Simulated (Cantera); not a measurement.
Source: NASA polynomial tables (part measured, part estimated), evaluated in Cantera. Values are per mole of reaction as written; species without (g) are pure solids or liquids, kept so even where they would boil at 1 bar.

C₃H₈(g) = 3 C + 8 H(g), with ΔH° = 1848.9 kJ and ΔS° = 665.4 J/K at 300 K.

Task: How far is the shortcut ΔG° ≈ ΔH°(300 K) − T·ΔS°(300 K) from the full temperature-dependent value at 2000, 2150, 2300, 2450, 2600 K?

Result: 
```tsv
T (K)	shortcut (kJ)	full (kJ)	difference (kJ)	difference in log10 K
2000	518.2	341.8	176.4	-4.61
2150	418.4	221.6	196.7	-4.78
2300	318.6	101.3	217.3	-4.93
2450	218.8	-19.2	238.0	-5.07
2600	119.0	-139.8	258.8	-5.20
```
The shortcut ignores the heat-capacity change of the reaction.
